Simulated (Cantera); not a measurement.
Input: 1 mol FeS₂, 0.33 mol O₂, 6.1 mol H₂O, at 1948 K and 1 atm.

Cantera equilibrium calculation (NASA polynomials, part measured and part estimated; ideal gas, pure solids and liquids). Candidate condensed phases: Fe, FeO, Fe(OH)₂, Fe(OH)₃, FeS, FeSO₄, FeS₂, Fe₂O₃, Fe₂(SO₄)₃, Fe₃O₄, H₂O, H₂SO₄, S; 22 gas species. The tables' stoichiometric FeO is somewhat more stable than real wüstite, so its field is too wide. FeO: taken at fixed stoichiometry. The numbers say what is thermodynamically allowed, not how fast it happens.

Base state: H₂O 0.611, H₂ 0.185, SO₂ 0.0809, S₂ 0.0681, H₂S 0.0331, SO 0.0116, SH 0.00712, S₂O 0.00176 (mole fractions); condensed: FeO(l).

Q: What changes in the equilibrium state with this change: FeS₂ replaced by MgCO₃?

A: 
```json
[
 {"species": "H₂O", "before": "0.611", "after": "0.817"},
 {"species": "CO₂", "before": "0", "after": "0.134"},
 {"species": "O₂", "before": "4.01e-7", "after": "0.0442"},
 {"species": "H₂", "before": "0.185", "after": "0.000745"},
 {"species": "SO₂", "before": "0.0809", "after": "0"},
 {"species": "S₂", "before": "0.0681", "after": "0"},
 {"species": "H₂S", "before": "0.0331", "after": "0"},
 {"species": "SO", "before": "0.0116", "after": "0"},
 {"species": "Fe(OH)₂", "before": "0.000190", "after": "0"},
 {"species": "Mg(OH)₂", "before": "0", "after": "2.09e-5"},
 {"species": "SH", "before": "0.00712", "after": "0"},
 {"species": "S₂O", "before": "0.00176", "after": "0"},
 {"species": "FeO(l), mol", "before": "0.998", "after": "0"},
 {"species": "MgO(s), mol", "before": "0", "after": "1.000"}
]
```
Further candidate phases: C, C₆H₆, C₇H₈, C₈H₁₈, Mg, MgCO₃, MgO, Mg(OH)₂.
